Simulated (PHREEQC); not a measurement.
Consider water at 25 °C with 0.0029 mol/kgw H2SO4 and 0.29 mol/kgw Al(NO3)3. Closed to the air; pH follows from the charge balance.

The numbers come from PHREEQC with the ion-association model, phreeqc.dat.

**Question.** The ionic strength comes out as 1.73 mol/kgw. What activity coefficients do Al(SO4)2-, SO4-2, H+, AlSO4+, Al+3 get?

**Answer.** Al(SO4)2- 0.59, SO4-2 0.12, H+ 0.73, AlSO4+ 0.59, Al+3 0.058.

This is a speciation only: nothing precipitates in the calculation. The ionic strength is past about 0.7 mol/kgw, beyond the range of this activity model, so the values are rough.
